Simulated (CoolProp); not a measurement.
Saturation properties of n-perfluorohexane (Tc = 448.0 K, pc = 1.742 MPa, ω = 0.497).

The numbers come from the reference Helmholtz-energy equation of state, Gao 2022 in CoolProp.

| T (K) | p (MPa) | liquid density (kg/m³) | vapour density (kg/m³) | enthalpy of vaporisation (kJ/kg) | liquid cp (kJ/(kg K)) |
|---|---|---|---|---|---|
| 352 | 0.2002 | 1506 | 25.78 | 77.95 | 1.135 |
| 357 | 0.2309 | 1488 | 29.70 | 76.33 | ? |
| 362 | 0.2651 | 1469 | 34.10 | 74.66 | 1.154 |
| 367 | ? | 1450 | 39.03 | 72.94 | ? |
| 371.9 | ? | ? | 44.45 | 71.18 | 1.174 |
| 376.9 | 0.3901 | 1411 | 50.64 | ? | 1.185 |
| 381.9 | 0.4407 | 1389 | 57.59 | 67.38 | 1.197 |
| 386.9 | 0.4962 | 1367 | 65.41 | 65.35 | 1.210 |
| 391.8 | 0.5556 | 1344 | ? | 63.26 | ? |
| 396.8 | 0.6216 | 1319 | 83.96 | 61.01 | 1.241 |

**Question.** Some entries are withheld; supply them.

**Answer.** 
- 357, liquid cp (kJ/(kg K)): 1.144
- 367, p (MPa): 0.3030
- 367, liquid cp (kJ/(kg K)): 1.164
- 371.9, p (MPa): 0.3440
- 371.9, liquid density (kg/m³): 1431
- 376.9, enthalpy of vaporisation (kJ/kg): 69.32
- 391.8, vapour density (kg/m³): 74.03
- 391.8, liquid cp (kJ/(kg K)): 1.225

It boils at 330.3 K under 1 atm.
